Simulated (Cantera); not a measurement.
A closed system holds: 1 mol CH3SiH3, 0.3 mol CH4, 34 mol H2, at 0.133 bar.

Method: chemical equilibrium by Gibbs-energy minimisation in Cantera with the NASA 1993 tables (ideal gas, pure condensed phases). Candidate condensed phases: C, C6H6, C7H8, C8H18, Si, SiC; 87 gas species. The feed counts by its element totals alone. Gases not in the tables: Si2H6 and higher silanes. Kinetics and transport are ignored. All values below are at 2248 K.

Base state: H2 0.976, H 0.0199, C2H2 (acetylene) 0.00323, Si 0.000540, SiH 7.87e-5, SiC2 6.20e-5, SiH2 4.49e-5, Si2C 3.72e-5 (mole fractions); condensed: C(graphite) + SiC(s).

Problem. What changes in the equilibrium state with this change: CH4 from 0.3 to 0.11 mol?

Solution. 
| species | before | after |
|---|---|---|
| H2 | 0.976 | 0.977 |
| H | 0.0199 | 0.0199 |
| C2H2 (acetylene) | 0.00323 | 0.00188 |
| Si | 0.000540 | 0.000709 |
| SiH2 | 4.49e-5 | 5.90e-5 |
| SiH | 7.87e-5 | 0.000103 |
| Si2C | 3.72e-5 | 4.88e-5 |
| SiC2 | 6.20e-5 | 4.72e-5 |
| CH3 | 1.17e-5 | 8.90e-6 |
| C(graphite), mol | 0.0760 | 0 |
| SiC(s), mol | 0.970 | 0.962 |

Problem. What changes in the equilibrium state with this change: CH3SiH3 replaced by SiCl4?

Solution. 
| species | before | after |
|---|---|---|
| H2 | 0.976 | 0.881 |
| HCl | 0 | 0.0803 |
| H | 0.0199 | 0.0189 |
| SiCl2 | 0 | 0.0123 |
| SiCl | 0 | 0.00128 |
| Cl | 0 | 0.00125 |
| SiCl3 | 0 | 4.09e-5 |
| Si3 | 2.78e-8 | 1.13e-5 |
| C2H2 (acetylene) | 0.00323 | 5.33e-5 |
| C(graphite), mol | 0.0760 | 0 |
| SiC(s), mol | 0.970 | 0.285 |
The tables' values for SiCl, SiCl3 are old estimates; treat these amounts as uncertain.
